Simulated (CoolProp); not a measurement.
1000 sccm (0 °C, 1 atm) of nitrogen bubbles through liquid decamethylcyclopentasiloxane (D5) at 333.9 K and leaves saturated at a total pressure of 0.00745 MPa (ideal gas phase). Each further row changes one setting.

The numbers come from the reference Helmholtz-energy equation of state, Thol 2019 in CoolProp.

| case | vapour pressure (kPa) | mole fraction of vapour | delivery (mg/min) | delivery (sccm) | change of delivery for a bath 1 K warmer (%) |
|---|---|---|---|---|---|
| as stated | 0.284 | 0.0382 | 657 | 39.7 | 6.9 |
| bath temperature 338.9 K | ___ | ___ | 914 | ___ | 6.7 |
| total pressure 0.0149 MPa | 0.284 | 0.0191 | 322 | ___ | 6.8 |

**Question.** Some entries are withheld; supply them.

**Answer.** 
- bath temperature 338.9 K, vapour pressure (kPa): 0.390
- bath temperature 338.9 K, mole fraction of vapour: 0.0524
- bath temperature 338.9 K, delivery (sccm): 55.2
- total pressure 0.0149 MPa, delivery (sccm): 19.5
